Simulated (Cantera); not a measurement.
What does this Cantera script print?

```python
import numpy as np
import cantera as ct

gas_names = """
    CL CL2 H HCL H2 Si SiCL SiCL2 SiCL3 SiCL4 SiH SiHCL3 SiH2 SiH2CL2 SiH3 SiH3CL SiH4 Si2 Si3
""".split()
cond_names = """
    Si(cr) Si(L)
""".split()


def load(file, names, dense=False):
    # The tables refer to 1 bar. Condensed volumes are neglected.
    table = {s.name: s for s in ct.Species.list_from_file(file)}
    out = []
    for n in names:
        d = dict(table[n].input_data)
        d["thermo"] = dict(d["thermo"], **{"reference-pressure": 1e5})
        if dense:
            d["equation-of-state"] = {"model": "constant-volume", "density": "1e6 g/cm^3"}
        out.append(ct.Species.from_dict(d))
    return out


gas = ct.Solution(thermo="ideal-gas", species=load("nasa_gas.yaml", gas_names))
cond = {s.name: ct.Solution(thermo="fixed-stoichiometry", species=[s], name=s.name)
        for s in load("nasa_condensed.yaml", cond_names, dense=True)}
atoms = {
    'Si': {'Si': 1},
    'Cl2': {'CL': 2},
    'H2': {'H': 2},
}
top_T = {}  # K; cautious upper limits of use, not melting points


def equilibrate(T, P, feed):
    n = {}
    for name, mol in feed.items():
        for a, k in atoms[name].items():
            n[a] = n.get(a, 0.0) + k * mol
    gas.TPX = T, P, n
    mass = sum(n.values()) * gas.mean_molecular_weight
    gas.equilibrate("TP")
    valid = [c for c in cond.values() if c.min_temp <= T <= top_T.get(c.name, c.max_temp)]
    mix = ct.Mixture([(gas, mass / gas.mean_molecular_weight)] + [(c, 0.0) for c in valid])
    mix.T, mix.P = T, P
    mix.equilibrate("TP", solver="gibbs", rtol=1e-10, max_steps=50000)
    return mix


results = []
P = 22000  # Pa
for T in [523, 623, 723, 823, 923, 1023, 1123, 1223, 1323, 1423, 1523, 1623, 1723]:
    for m in [0.5, 0.63, 0.76, 0.88, 1, 1.1, 1.3, 1.4, 1.5, 1.6, 1.8, 1.9, 2]:
        feed = {'Si': 1, 'Cl2': m, 'H2': 1.1}  # mol
        mix = equilibrate(T, P, feed)
        results.append((T, P, feed, dict(zip(mix.species_names, mix.species_moles))))

for T, P, feed, n in results:
    print(f"{T:7g} {feed['Cl2']:10.4g}  " + (" + ".join(c for c in cond_names if n.get(c, 0) > 1e-12) or "gas only"))
```

It prints:

```
    523        0.5  Si(cr)
    523       0.63  Si(cr)
    523       0.76  Si(cr)
    523       0.88  Si(cr)
    523          1  Si(cr)
    523        1.1  Si(cr)
    523        1.3  Si(cr)
    523        1.4  Si(cr)
    523        1.5  Si(cr)
    523        1.6  Si(cr)
    523        1.8  Si(cr)
    523        1.9  gas only
    523          2  gas only
    623        0.5  Si(cr)
    623       0.63  Si(cr)
    623       0.76  Si(cr)
    623       0.88  Si(cr)
    623          1  Si(cr)
    623        1.1  Si(cr)
    623        1.3  Si(cr)
    623        1.4  Si(cr)
    623        1.5  Si(cr)
    623        1.6  Si(cr)
    623        1.8  Si(cr)
    623        1.9  Si(cr)
    623          2  gas only
    723        0.5  Si(cr)
    723       0.63  Si(cr)
    723       0.76  Si(cr)
    723       0.88  Si(cr)
    723          1  Si(cr)
    723        1.1  Si(cr)
    723        1.3  Si(cr)
    723        1.4  Si(cr)
    723        1.5  Si(cr)
    723        1.6  Si(cr)
    723        1.8  Si(cr)
    723        1.9  Si(cr)
    723          2  gas only
    823        0.5  Si(cr)
    823       0.63  Si(cr)
    823       0.76  Si(cr)
    823       0.88  Si(cr)
    823          1  Si(cr)
    823        1.1  Si(cr)
    823        1.3  Si(cr)
    823        1.4  Si(cr)
    823        1.5  Si(cr)
    823        1.6  Si(cr)
    823        1.8  Si(cr)
    823        1.9  Si(cr)
    823          2  gas only
    923        0.5  Si(cr)
    923       0.63  Si(cr)
    923       0.76  Si(cr)
    923       0.88  Si(cr)
    923          1  Si(cr)
    923        1.1  Si(cr)
    923        1.3  Si(cr)
    923        1.4  Si(cr)
    923        1.5  Si(cr)
    923        1.6  Si(cr)
    923        1.8  Si(cr)
    923        1.9  Si(cr)
    923          2  gas only
   1023        0.5  Si(cr)
   1023       0.63  Si(cr)
   1023       0.76  Si(cr)
   1023       0.88  Si(cr)
   1023          1  Si(cr)
   1023        1.1  Si(cr)
   1023        1.3  Si(cr)
   1023        1.4  Si(cr)
   1023        1.5  Si(cr)
   1023        1.6  Si(cr)
   1023        1.8  Si(cr)
   1023        1.9  Si(cr)
   1023          2  gas only
   1123        0.5  Si(cr)
   1123       0.63  Si(cr)
   1123       0.76  Si(cr)
   1123       0.88  Si(cr)
   1123          1  Si(cr)
   1123        1.1  Si(cr)
   1123        1.3  Si(cr)
   1123        1.4  Si(cr)
   1123        1.5  Si(cr)
   1123        1.6  Si(cr)
   1123        1.8  Si(cr)
   1123        1.9  Si(cr)
   1123          2  gas only
   1223        0.5  Si(cr)
   1223       0.63  Si(cr)
   1223       0.76  Si(cr)
   1223       0.88  Si(cr)
   1223          1  Si(cr)
   1223        1.1  Si(cr)
   1223        1.3  Si(cr)
   1223        1.4  Si(cr)
   1223        1.5  Si(cr)
   1223        1.6  Si(cr)
   1223        1.8  Si(cr)
   1223        1.9  Si(cr)
   1223          2  gas only
   1323        0.5  Si(cr)
   1323       0.63  Si(cr)
   1323       0.76  Si(cr)
   1323       0.88  Si(cr)
   1323          1  Si(cr)
   1323        1.1  Si(cr)
   1323        1.3  Si(cr)
   1323        1.4  Si(cr)
   1323        1.5  Si(cr)
   1323        1.6  Si(cr)
   1323        1.8  Si(cr)
   1323        1.9  gas only
   1323          2  gas only
   1423        0.5  Si(cr)
   1423       0.63  Si(cr)
   1423       0.76  Si(cr)
   1423       0.88  Si(cr)
   1423          1  Si(cr)
   1423        1.1  Si(cr)
   1423        1.3  Si(cr)
   1423        1.4  Si(cr)
   1423        1.5  Si(cr)
   1423        1.6  Si(cr)
   1423        1.8  gas only
   1423        1.9  gas only
   1423          2  gas only
   1523        0.5  Si(cr)
   1523       0.63  Si(cr)
   1523       0.76  Si(cr)
   1523       0.88  Si(cr)
   1523          1  Si(cr)
   1523        1.1  Si(cr)
   1523        1.3  Si(cr)
   1523        1.4  Si(cr)
   1523        1.5  gas only
   1523        1.6  gas only
   1523        1.8  gas only
   1523        1.9  gas only
   1523          2  gas only
   1623        0.5  Si(cr)
   1623       0.63  Si(cr)
   1623       0.76  Si(cr)
   1623       0.88  Si(cr)
   1623          1  Si(cr)
   1623        1.1  Si(cr)
   1623        1.3  Si(cr)
   1623        1.4  gas only
   1623        1.5  gas only
   1623        1.6  gas only
   1623        1.8  gas only
   1623        1.9  gas only
   1623          2  gas only
   1723        0.5  Si(L)
   1723       0.63  Si(L)
   1723       0.76  Si(L)
   1723       0.88  Si(L)
   1723          1  Si(L)
   1723        1.1  Si(L)
   1723        1.3  Si(L)
   1723        1.4  gas only
   1723        1.5  gas only
   1723        1.6  gas only
   1723        1.8  gas only
   1723        1.9  gas only
   1723          2  gas only
```

Method: chemical equilibrium by Gibbs-energy minimisation in Cantera with the NASA 1993 tables (ideal gas, pure condensed phases). The tables' values for SiCl3 are old estimates.
